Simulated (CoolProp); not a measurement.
Vapour-liquid equilibrium of n-octane (1) + ethylbenzene (2) at 387.5 K; x and y are mole fractions of (1).

The numbers come from the multi-fluid Helmholtz-energy mixture model, Beckmüller 2019 and Zhou 2012; pair parameters Bell 2016 in CoolProp.

```tsv
x	bubble pressure, mixture model (kPa)	bubble pressure, Raoult's law (kPa)	y, mixture model	y, Raoult's law
0.05	?	55.18	0.080	0.066
0.125	58.68	56.61	0.186	0.162
0.2	60.94	58.04	0.278	0.252
0.275	62.94	59.46	0.360	0.339
0.35	64.72	60.89	0.435	0.421
0.425	66.30	62.31	0.505	0.500
0.5	?	63.74	0.571	0.575
0.575	68.95	65.17	0.635	0.646
0.65	70.05	66.59	0.697	0.715
0.725	71.00	68.02	0.760	0.781
0.8	71.81	69.44	0.823	0.844
0.875	72.47	70.87	?	0.904
0.95	72.99	72.29	0.954	0.962
```

Task: Complete the blanks.

Result: 
- 0.05, bubble pressure, mixture model (kPa): 56.13
- 0.5, bubble pressure, mixture model (kPa): 67.71
- 0.875, y, mixture model: 0.887

The largest gap from Raoult's law is +6.4 % in bubble pressure, at x = 0.425. No azeotrope shows between x = 0.05 and 0.95.

Pair parameters are fitted to limited data, so mixtures are less certain than the pure fluids.
